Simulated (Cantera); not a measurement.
Feed: 1 mol Si(CH3)4, 0.038 mol C2H4, 420 mol H2, at 1.50 Torr.

Method: chemical equilibrium by Gibbs-energy minimisation in Cantera with the NASA 1993 tables (ideal gas, pure condensed phases). Candidate condensed phases: C, C6H6, C7H8, C8H18, Si, SiC; 87 gas species. Kinetics and transport are ignored.

### Question
Which condensed phases are stable at each of these points (T (K)): 1200, 1350, 1500, 1650, 1800, 1950, 2100, 2250, 2400?

### Answer
| T (K) | condensed phases | Si condensed (%) |
|---|---|---|
| 1200 | C(graphite) + SiC(s) | 100.0 |
| 1350 | C(graphite) + SiC(s) | 100.0 |
| 1500 | C(graphite) + SiC(s) | 100.0 |
| 1650 | C(graphite) + SiC(s) | 99.9 |
| 1800 | C(graphite) + SiC(s) | 98.2 |
| 1950 | C(graphite) + SiC(s) | 73.9 |
| 2100 | C(graphite) | 0.0 |
| 2250 | C(graphite) | 0.0 |
| 2400 | gas only | 0.0 |

From 1200 K to 1950 K the condensed part is C(graphite) + SiC(s). From 2100 K to 2250 K the condensed part is C(graphite). At 2400 K nothing is condensed.
